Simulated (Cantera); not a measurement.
A Cantera script and what it prints.

```python
import numpy as np
import cantera as ct

gas_names = """
    H HO2 H2 H2O H2O2 Hg O OH O2 O3
""".split()
cond_names = """
    H2O(s) H2O(L) Hg(cr) Hg(L) HgO(s)
""".split()


def load(file, names, dense=False):
    # The tables refer to 1 bar. Condensed volumes are neglected.
    table = {s.name: s for s in ct.Species.list_from_file(file)}
    out = []
    for n in names:
        d = dict(table[n].input_data)
        d["thermo"] = dict(d["thermo"], **{"reference-pressure": 1e5})
        if dense:
            d["equation-of-state"] = {"model": "constant-volume", "density": "1e6 g/cm^3"}
        out.append(ct.Species.from_dict(d))
    return out


gas = ct.Solution(thermo="ideal-gas", species=load("nasa_gas.yaml", gas_names))
cond = {s.name: ct.Solution(thermo="fixed-stoichiometry", species=[s], name=s.name)
        for s in load("nasa_condensed.yaml", cond_names, dense=True)}
atoms = {
    'Hg': {'Hg': 1},
    'O2': {'O': 2},
    'H2': {'H': 2},
}
top_T = {}  # K; cautious upper limits of use, not melting points


def equilibrate(T, P, feed):
    n = {}
    for name, mol in feed.items():
        for a, k in atoms[name].items():
            n[a] = n.get(a, 0.0) + k * mol
    gas.TPX = T, P, n
    mass = sum(n.values()) * gas.mean_molecular_weight
    gas.equilibrate("TP")
    valid = [c for c in cond.values() if c.min_temp <= T <= top_T.get(c.name, c.max_temp)]
    mix = ct.Mixture([(gas, mass / gas.mean_molecular_weight)] + [(c, 0.0) for c in valid])
    mix.T, mix.P = T, P
    mix.equilibrate("TP", solver="vcs", rtol=1e-11, max_steps=5000)
    return mix


results = []
T = 623.15  # K
P = 13332.2  # Pa
for m in [0.034, 0.047, 0.065, 0.09, 0.12, 0.17, 0.24, 0.33, 0.46, 0.63]:
    feed = {'Hg': 1, 'O2': m, 'H2': 0.28}  # mol
    mix = equilibrate(T, P, feed)
    results.append((T, P, feed, dict(zip(mix.species_names, mix.species_moles))))

top = {s: max(r[3][s] / sum(r[3][g] for g in gas_names) for r in results) for s in gas_names}
cols = sorted((s for s in top if top[s] > 1e-06), key=lambda s: -top[s])[:9]
seen = [c for c in cond_names if any(r[3].get(c, 0) > 1e-12 for r in results)]
print("log10 of partial pressures in bar; condensed amounts in mol")
print(f"{'n(O2)':>10s}" + "".join(f"{s[:9]:>10s}" for s in cols + seen))
for T, P, feed, n in results:
    ng = sum(n[g] for g in gas_names)
    print(f"{feed['O2']:10.4g}" + "".join(f"{np.log10(max(n[s] / ng * P / 1e5, 1e-99)):10.3f}" for s in cols)
          + "".join(f"{n.get(c, 0):10.4g}" for c in seen))
```

It prints:

```
log10 of partial pressures in bar; condensed amounts in mol
     n(O2)        Hg       H2O        O2        H2    HgO(s)
     0.034    -0.982    -2.150   -36.663    -1.656         0
     0.047    -0.982    -2.009   -36.268    -1.713         0
     0.065    -0.982    -1.868   -35.799    -1.806         0
      0.09    -0.982    -1.727   -35.165    -1.982         0
      0.12    -0.982    -1.602   -34.119    -2.380         0
      0.17    -0.992    -1.545    -2.515   -18.125         0
      0.24    -1.013    -1.547    -2.100   -18.334    0.0434
      0.33    -1.040    -1.480    -2.047   -18.294    0.2283
      0.46    -1.104    -1.371    -1.919   -18.249    0.4814
      0.63    -1.265    -1.270    -1.597   -18.309    0.7164
```

Cantera equilibrium calculation (NASA polynomials, part measured and part estimated; ideal gas, pure solids and liquids).
